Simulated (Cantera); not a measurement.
A closed system holds: 1 mol CS2, 0.44 mol H2, 0.039 mol SO2, held at 1177 °C and 1.10e7 Pa.

Cantera equilibrium calculation (NASA polynomials, part measured and part estimated; ideal gas, pure solids and liquids). Candidate condensed phases: C, C6H6, C7H8, C8H18, H2O, H2SO4, S; 123 gas species. The ideal-gas law is rough above about 30 bar. The numbers say what is thermodynamically allowed, not how fast it happens.

Base state: CS2 0.512, H2S 0.312, S2 0.0957, CO 0.0391, H2 0.0206, COS 0.0195, SH 0.000586, H2O 0.000221 (mole fractions); condensed: C(graphite).

Question: What changes in the equilibrium state with this change: CS2 replaced by S?

Answer: 
```csv
species,before,after
H2S,0.312,0.461
S2,0.0957,0.427
H2O,0.000221,0.0880
CS2,0.512,0
CO,0.0391,0
COS,0.0195,0
H2,0.0206,0.0144
SO2,4.95e-9,0.00340
CO2,0.000176,0
CH4,0.000155,0
CS,2.59e-5,0
"C(graphite), mol",0.248,0
```

Question: What changes in the equilibrium state with this change: temperature from 1177 °C to 2402 °C?

Answer: 
```
species             before    after
----------------  --------  -------
CS2                  0.512    0.435
H2                  0.0206    0.171
S2                  0.0957    0.124
H2S                  0.312   0.0947
CS                 2.59e-5   0.0830
SH                0.000586   0.0318
COS                 0.0195  0.00112
CO                  0.0391   0.0498
C2H2 (acetylene)   1.01e-7  0.00369
C4H2                 <1e-9  3.29e-5
H                  1.30e-7  0.00204
C(graphite), mol     0.248    0.116
```
